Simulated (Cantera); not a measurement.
## Equilibrium for oxide etching and cleaning by halides: MgO + HCl + N2

Input: 1 mol MgO, a varied amount of HCl, 0.38 mol N2, held at 1550 K and 0.470 bar.

These are equilibrium values from Cantera (NASA tables, ideal gas, pure condensed phases), not measurements of a reactor. Candidate condensed phases: H2O, Mg, MgCl2, MgO, Mg(OH)2, NH4Cl; 38 gas species. Equilibrium is a limit: real reactors are often held back by kinetics, nucleation or transport.

From 1.1 mol HCl to 12 mol HCl the condensed part is MgO(s). From 14 mol HCl to 16 mol HCl nothing is condensed. The main Mg-bearing gas is MgCl2 throughout.

```
n(HCl) (mol)  log p HCl  log p N2  log p MgCl2  log p H2O  log p Cl  n MgO(s)
------------  ---------  --------  -----------  ---------  --------  --------
1.1               -0.53     -0.92        -1.58      -1.58     -3.34     0.916
2.9               -0.45     -1.26        -1.50      -1.50     -3.29     0.780
4.7               -0.43     -1.45        -1.48      -1.48     -3.28     0.643
6.5               -0.43     -1.59        -1.47      -1.47     -3.27     0.506
8.3               -0.42     -1.69        -1.47      -1.47     -3.27     0.369
10                -0.42     -1.76        -1.46      -1.46     -3.27     0.240
12                -0.41     -1.84        -1.46      -1.46     -3.26    0.0881
14                -0.41     -1.91        -1.49      -1.49     -3.26         0
16                -0.40     -1.96        -1.54      -1.54     -3.25         0
```
log p: log10 of the partial pressure in bar; n: condensed amount in mol.
